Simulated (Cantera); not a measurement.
Charge: 1 mol Si₂Cl₆, 2.2 mol NH₃, 4.5 mol N₂, equilibrated at 1075 K and 62.0 Pa.

Cantera equilibrium calculation (NASA polynomials, part measured and part estimated; ideal gas, pure solids and liquids). Candidate condensed phases: NH₄Cl, Si, Si₃N₄; 28 gas species. The feed counts by its element totals alone. The tables' values for SiCl₃ are old estimates; treat these amounts as uncertain. Equilibrium is a limit: real reactors are often held back by kinetics, nucleation or transport.

Base state: N₂ 0.442, HCl 0.385, H₂ 0.125, SiCl₄ 0.0470, SiCl₃ 0.000919, SiCl₂ 0.000284, SiHCl₃ 0.000190 (mole fractions); condensed: Si₃N₄(s).

Problem. What changes in the equilibrium state with this change: N₂ from 4.5 to 38 mol?

Solution. 
| species | before | after |
|---|---|---|
| N₂ | 0.442 | 0.864 |
| HCl | 0.385 | 0.108 |
| H₂ | 0.125 | 0.0208 |
| SiCl₄ | 0.0470 | 0.00681 |
| SiHCl₃ | 0.000190 | 1.63e-5 |
| SiCl₃ | 0.000919 | 0.000193 |
| SiCl₂ | 0.000284 | 8.65e-5 |
| Si₃N₄(s), mol | 0.499 | 0.562 |

Problem. What changes in the equilibrium state with this change: temperature from 1075 K to 1898.15 K?

Solution. 
| species | before | after |
|---|---|---|
| N₂ | 0.442 | 0.461 |
| H₂ | 0.125 | 0.179 |
| HCl | 0.385 | 0.172 |
| SiCl₂ | 0.000284 | 0.154 |
| H | 2.08e-7 | 0.0133 |
| SiCl₄ | 0.0470 | 2.40e-6 |
| Si | <1e-9 | 0.00681 |
| SiCl | <1e-9 | 0.00344 |
| SiH | <1e-9 | 6.26e-5 |
| Si₃N₄(s), mol | 0.499 | 0 |
The tables' values for SiCl, SiCl₃, SiN are old estimates; treat these amounts as uncertain.

Problem. What changes in the equilibrium state with this change: temperature from 1075 K to 1650 K?

Solution. 
```
species          before     after
-------------  --------  --------
N₂                0.442     0.470
H₂                0.125     0.193
SiCl₂          0.000284     0.166
HCl               0.385     0.166
SiCl₄            0.0470   3.46e-5
SiCl              <1e-9  0.000304
Si                <1e-9  0.000142
H               2.08e-7   0.00160
Si₃N₄(s), mol     0.499         0
```
The tables' values for SiCl₃, SiCl are old estimates; treat these amounts as uncertain.
